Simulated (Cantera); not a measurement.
A perfectly stirred reactor is fed with NO : N2 = 1 : 0.27 (molar parts), at 100.0 Torr; it is held at 2175 K, and followed from long to short residence time.

Cantera simulation using GRI-Mech 3.0 (53 species, 325 reactions); the numbers are that mechanism's predictions, not measurements.

Q: Predict: x(NO) at τ = 0.310 s; x(O2) at τ = 0.310 s; x(O) at τ = 0.310 s; x(N2O) at τ = 0.310 s; x(N2) at τ = 0.310 s; x(NO) at τ = 14.0 ms; x(O2) at τ = 14.0 ms; x(O) at τ = 14.0 ms; x(N2O) at τ = 14.0 ms; x(N2) at τ = 14.0 ms.

A: 
- x(NO) at τ = 0.310 s: 0.435
- x(O2) at τ = 0.310 s: 0.174
- x(O) at τ = 0.310 s: 0.00276
- x(N2O) at τ = 0.310 s: 6.43e-5
- x(N2) at τ = 0.310 s: 0.388
- x(NO) at τ = 14.0 ms: 0.770
- x(O2) at τ = 14.0 ms: 0.00799
- x(O) at τ = 14.0 ms: 0.00104
- x(N2O) at τ = 14.0 ms: 0.000243
- x(N2) at τ = 14.0 ms: 0.221
